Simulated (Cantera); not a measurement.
Input: 1 mol SiH₂Cl₂, 0.51 mol HCl, 56 mol N₂, at 0.133 bar.

Equilibrium computed with Cantera from the NASA thermochemical tables; the gas is ideal and each condensed phase is pure. Candidate condensed phases: NH₄Cl, Si, Si₃N₄; 28 gas species. N₂ is the only nitrogen source here; it is nearly inert below about 1500 K, so the nitride shown seldom forms there in practice. The tables' values for SiCl₃ are old estimates; treat these amounts as uncertain. Rates play no part. All values below are at 1425 K.

Base state: N₂ 0.959, HCl 0.0322, H₂ 0.00556, SiCl₄ 0.00174, SiCl₂ 0.00103, SiCl₃ 0.000676, SiHCl₃ 2.35e-5 (mole fractions); condensed: Si₃N₄(s).

**Question.** What changes in the equilibrium state with this change: pressure from 0.133 bar to 0.560 bar?

**Answer.** 
```json
[
 {"species": "N₂", "before": "0.959", "after": "0.959"},
 {"species": "HCl", "before": "0.0322", "after": "0.0317"},
 {"species": "H₂", "before": "0.00556", "after": "0.00584"},
 {"species": "SiCl₂", "before": "0.00103", "after": "0.000365"},
 {"species": "SiCl₄", "before": "0.00174", "after": "0.00237"},
 {"species": "SiHCl₃", "before": "2.35e-5", "after": "3.42e-5"},
 {"species": "SiCl₃", "before": "0.000676", "after": "0.000469"},
 {"species": "Si₃N₄(s), mol", "before": "0.266", "after": "0.271"}
]
```
